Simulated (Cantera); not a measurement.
## Boron, boron nitride and boron oxide: BF₃ + O₂ + H₂ + H₂O

Charge: 1 mol BF₃, 8.2 mol O₂, 82 mol H₂, 0.00014 mol H₂O, equilibrated at 10.0 Torr.

Cantera equilibrium calculation (NASA polynomials, part measured and part estimated; ideal gas, pure solids and liquids). Candidate condensed phases: B, B₂O₃, B₃O₃H₃, H₂O; 43 gas species. Gases not in the tables: H₃BO₃. Rates play no part.

From 825 K to 1225 K the condensed part is B₂O₃(l). From 1325 K to 1525 K nothing is condensed.

```csv
T (K),log p H₂,log p H₂O,log p HF,log p HBO₂,log p BOF,n B₂O₃(l)
825,-1.98,-2.62,-3.42,-7.84,-7.91,0.294
925,-1.98,-2.62,-3.37,-6.63,-6.72,0.390
1025,-1.98,-2.62,-3.34,-5.67,-5.78,0.429
1125,-1.98,-2.62,-3.34,-4.89,-5.03,0.397
1225,-1.98,-2.63,-3.36,-4.24,-4.44,0.187
1325,-1.98,-2.63,-3.38,-4.00,-4.24,0
1425,-1.98,-2.63,-3.38,-3.99,-4.25,0
1525,-1.98,-2.63,-3.37,-3.98,-4.27,0
```
log p: log10 of the partial pressure in bar; n: condensed amount in mol.
